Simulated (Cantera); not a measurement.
A closed system holds: 1 mol MgO, a varied amount of Cl2, 7.3 mol H2, at 1.33 mbar.

Equilibrium computed with Cantera from the NASA thermochemical tables; the gas is ideal and each condensed phase is pure. Candidate condensed phases: H2O, Mg, MgCl2, MgO, Mg(OH)2; 22 gas species. Rates play no part.

What condenses at these points (T in K, n(Cl2) in mol): (1398, 3.5); (1298, 20); (1698, 9.9); (1498, 26); (1798, 6.7)?


| T (K) | n(Cl2) in mol | condensed phases | Mg condensed (%) |
|---|---|---|---|
| 1398 | 3.5 | MgO | 68.3 |
| 1298 | 20 | gas only | 0.0 |
| 1698 | 9.9 | gas only | 0.0 |
| 1498 | 26 | gas only | 0.0 |
| 1798 | 6.7 | gas only | 0.0 |
